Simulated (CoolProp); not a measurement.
Ethanol along the isotherm 268.95 °C: density (kg/m³) from the reference equation and from simpler models built on Tc = 241.6 °C, pc = 6268 kPa, ω = 0.644; each cubic takes its own stable root.

Model: reference Helmholtz-energy equation of state, Schroeder 2014, in CoolProp.

```
p (kPa)          phase  reference  ideal gas  van der Waals
-------  -------------  ---------  ---------  -------------
3920               gas      48.17      40.07          49.68
7830     supercritical      150.6      80.03          198.4
11800    supercritical      396.8      120.6          284.1
15700    supercritical      463.5      160.5          311.5
19600    supercritical      497.3      200.3          329.1
23500    supercritical      520.2      240.2          342.3
27400    supercritical      537.8      280.1          352.9
31300    supercritical      552.2      319.9          361.7
35300    supercritical      564.9      360.8          369.5
39200    supercritical      575.7      400.7          376.1
43100    supercritical      585.3      440.5          382.0
47000    supercritical      594.1      480.4          387.3
50900    supercritical      602.2      520.2          392.1
54800    supercritical      609.7      560.1          396.5
58800    supercritical      616.8      601.0          400.6
62700    supercritical      623.4      640.9          404.3
```
